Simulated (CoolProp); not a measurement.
Vapour-liquid equilibrium of R114 (1) + benzene (2) at 357.1 K; x and y are mole fractions of (1).

Values from CoolProp's multi-fluid Helmholtz-energy mixture model, Platzer 1990 and Thol 2012; pair parameters Bell 2016. This equation is an older, rougher fit; its heat capacities, sound speeds and derivatives of the liquid may be far off and weren't checked against measurements.

| x | bubble pressure (MPa) | y at the bubble point | dew pressure at overall composition x (MPa) | liquid density (mol/L) |
|---|---|---|---|---|
| 0.05 | 0.2176 | 0.485 | 0.1200 | ? |
| 0.2 | 0.4362 | 0.760 | ? | 9.720 |
| 0.35 | 0.5721 | 0.831 | ? | 9.250 |
| 0.5 | ? | ? | 0.2239 | 8.787 |
| 0.65 | 0.7628 | ? | 0.3129 | 8.329 |
| 0.8 | 0.8598 | 0.938 | ? | 7.876 |
| 0.95 | 0.9730 | 0.982 | 0.8905 | ? |

**Question.** Fill in the missing entries.

**Answer.** 
- 0.05, liquid density (mol/L): 10.20
- 0.2, dew pressure at overall composition x (MPa): 0.1421
- 0.35, dew pressure at overall composition x (MPa): 0.1739
- 0.5, bubble pressure (MPa): 0.6721
- 0.5, y at the bubble point: 0.870
- 0.65, y at the bubble point: 0.903
- 0.8, dew pressure at overall composition x (MPa): 0.5065
- 0.95, liquid density (mol/L): 7.431

No azeotrope shows between x = 0.05 and 0.95.

The pair parameters rest on a limited set of measurements; away from them the model extrapolates.
